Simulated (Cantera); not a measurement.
A closed system holds: 1 mol SiHCl₃, 150 mol H₂, held at 2152 °C.

These are equilibrium values from Cantera (NASA tables, ideal gas, pure condensed phases), not measurements of a reactor. Candidate condensed phases: Si; 19 gas species. The tables' values for SiCl are old estimates; treat these amounts as uncertain. Gases not in the tables: Si₂H₆ and higher silanes. The numbers say what is thermodynamically allowed, not how fast it happens.

x: gas mole fraction; n: condensed amount in mol.

```tsv
P (Pa)	x H₂	x H	x HCl	x Si	x Cl	x SiH	n Si(l)
100	0.557	0.422	0.0100	0.00509	…	3.57e-5	0
220	0.666	0.312	0.0124	0.00542	…	6.16e-5	0
460	0.749	0.228	0.0142	0.00564	…	9.83e-5	0
1000	0.815	0.162	0.0157	0.00576	…	0.000155	0
2200	0.863	0.112	0.0168	0.00578	…	0.000236	0
4600	0.896	0.0790	0.0175	0.00566	…	0.000342	0
10000	0.921	0.0543	0.0179	0.00539	…	0.000486	0
22000	0.938	0.0370	0.0181	0.00490	…	0.000662	0
46000	0.950	0.0257	0.0180	0.00423	…	0.000832	0
100000	0.959	0.0175	0.0179	0.00266	…	0.000775	0.210
```

Complete the blanks.


- 100, x Cl: 0.00540
- 220, x Cl: 0.00412
- 460, x Cl: 0.00308
- 1000, x Cl: 0.00222
- 2200, x Cl: 0.00155
- 4600, x Cl: 0.00110
- 10000, x Cl: 0.000753
- 22000, x Cl: 0.000507
- 46000, x Cl: 0.000346
- 100000, x Cl: 0.000233
